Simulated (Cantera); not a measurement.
Cantera run:

```python
import numpy as np
import cantera as ct

gas_names = """
    C CN CO CO2 C2 CCN CNC C2N2 C2O C3 C3O2 C4 C4N2 C5 N NCO NO NO2 NO3 N2 N2O O O2 O3 Pb PbO Pb2
""".split()
cond_names = """
    C(gr) Pb(cr) Pb(L) PbO(rd) PbO(yw) PbO(L) PbO2(s) Pb3O4(s)
""".split()


# ... load() reads the species with a 1 bar reference pressure and builds the phases ...
atoms = {
    'PbO': {'Pb': 1, 'O': 1},
    'CO': {'C': 1, 'O': 1},
    'N2': {'N': 2},
}
top_T = {'C(gr)': 4500, 'Pb3O4(s)': 820}  # K; cautious upper limits of use, not melting points


# ... equilibrate(T, P, feed) seeds the gas with the atoms and calls Mixture.equilibrate('TP', solver="vcs", rtol=1e-11, max_steps=5000) ...
results = []
feed = {'PbO': 1, 'CO': 1.6, 'N2': 1.5}  # mol
P = 400  # Pa
for T in [975, 1025, 1075, 1125, 1175, 1225, 1275, 1325, 1375, 1425, 1475, 1525]:
    mix = equilibrate(T, P, feed)
    results.append((T, P, feed, dict(zip(mix.species_names, mix.species_moles))))
    x = sorted(zip(gas.X, gas.species_names), reverse=True)
    print(f"T = {T:g} K  P = {P:g} Pa  gas = {mix.phase_moles(0):.4g} mol")
    print("   x: " + "  ".join(f"{s} {v:.3e}" for v, s in x if v > 1e-05))
    print("   condensed (mol): " + ("  ".join(f"{mix.phase(i).name} {mix.phase_moles(i):.4g}"
          for i in range(1, mix.n_phases) if mix.phase_moles(i) > 1e-12) or "none"))
```

Result:

```
T = 975 K  P = 400 Pa  gas = 3.107 mol
   x: N2 4.828e-01  CO2 3.218e-01  CO 1.931e-01  Pb 2.292e-03
   condensed (mol): Pb(L) 0.9929
T = 1025 K  P = 400 Pa  gas = 3.122 mol
   x: N2 4.805e-01  CO2 3.203e-01  CO 1.922e-01  Pb 6.954e-03
   condensed (mol): Pb(L) 0.9783
T = 1075 K  P = 400 Pa  gas = 3.16 mol
   x: N2 4.747e-01  CO2 3.165e-01  CO 1.899e-01  Pb 1.899e-02
   condensed (mol): Pb(L) 0.94
T = 1125 K  P = 400 Pa  gas = 3.254 mol
   x: N2 4.610e-01  CO2 3.073e-01  CO 1.844e-01  Pb 4.731e-02
   condensed (mol): Pb(L) 0.8461
T = 1175 K  P = 400 Pa  gas = 3.479 mol
   x: N2 4.312e-01  CO2 2.875e-01  CO 1.725e-01  Pb 1.089e-01
   condensed (mol): Pb(L) 0.6213
T = 1225 K  P = 400 Pa  gas = 4.045 mol
   x: N2 3.708e-01  CO2 2.472e-01  Pb 2.336e-01  CO 1.483e-01  PbO 2.372e-05  Pb2 1.118e-05
   condensed (mol): Pb(L) 0.05473
T = 1275 K  P = 400 Pa  gas = 4.1 mol
   x: N2 3.659e-01  CO2 2.439e-01  Pb 2.438e-01  CO 1.464e-01  PbO 4.504e-05
   condensed (mol): none
T = 1325 K  P = 400 Pa  gas = 4.1 mol
   x: N2 3.659e-01  CO2 2.438e-01  Pb 2.438e-01  CO 1.464e-01  PbO 7.822e-05
   condensed (mol): none
T = 1375 K  P = 400 Pa  gas = 4.1 mol
   x: N2 3.659e-01  CO2 2.438e-01  Pb 2.438e-01  CO 1.465e-01  PbO 1.303e-04
   condensed (mol): none
T = 1425 K  P = 400 Pa  gas = 4.1 mol
   x: N2 3.659e-01  CO2 2.437e-01  Pb 2.437e-01  CO 1.466e-01  PbO 2.092e-04
   condensed (mol): none
T = 1475 K  P = 400 Pa  gas = 4.1 mol
   x: N2 3.659e-01  CO2 2.436e-01  Pb 2.436e-01  CO 1.467e-01  PbO 3.247e-04
   condensed (mol): none
T = 1525 K  P = 400 Pa  gas = 4.1 mol
   x: N2 3.659e-01  CO2 2.434e-01  Pb 2.434e-01  CO 1.468e-01  PbO 4.887e-04
   condensed (mol): none
```

Method: chemical equilibrium by Gibbs-energy minimisation in Cantera with the NASA 1993 tables (ideal gas, pure condensed phases).
